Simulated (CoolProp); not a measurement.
Saturation properties of benzene (Tc = 288.9 °C, pc = 4.906 MPa, ω = 0.211).

The numbers come from the reference Helmholtz-energy equation of state, Thol 2012 in CoolProp.

```json
[
 {"T (°C)": "41.65", "p (MPa)": "0.02609", "surface tension (mN/m)": "26.0", "liquid conductivity (mW/(m K))": "136"},
 {"T (°C)": "65.75", "p (MPa)": "0.06378", "surface tension (mN/m)": "22.9", "liquid conductivity (mW/(m K))": "128"},
 {"T (°C)": "89.85", "p (MPa)": "0.1356", "surface tension (mN/m)": "19.9", "liquid conductivity (mW/(m K))": "121"},
 {"T (°C)": "113.95", "p (MPa)": "0.2588", "surface tension (mN/m)": "16.9", "liquid conductivity (mW/(m K))": "113"},
 {"T (°C)": "138.15", "p (MPa)": "0.4540", "surface tension (mN/m)": "14.1", "liquid conductivity (mW/(m K))": "106"},
 {"T (°C)": "162.25", "p (MPa)": "0.7418", "surface tension (mN/m)": "11.3", "liquid conductivity (mW/(m K))": "99.4"},
 {"T (°C)": "186.35", "p (MPa)": "1.147", "surface tension (mN/m)": "8.69", "liquid conductivity (mW/(m K))": "92.4"},
 {"T (°C)": "210.45", "p (MPa)": "1.695", "surface tension (mN/m)": "6.21", "liquid conductivity (mW/(m K))": "85.5"},
 {"T (°C)": "234.55", "p (MPa)": "2.416", "surface tension (mN/m)": "3.91", "liquid conductivity (mW/(m K))": "78.6"}
]
```

It boils at 80.1 °C under 1 atm.

Thermal conductivity comes from a separate model (Assael 2012). Surface tension comes from a separate correlation (Mulero 2012).
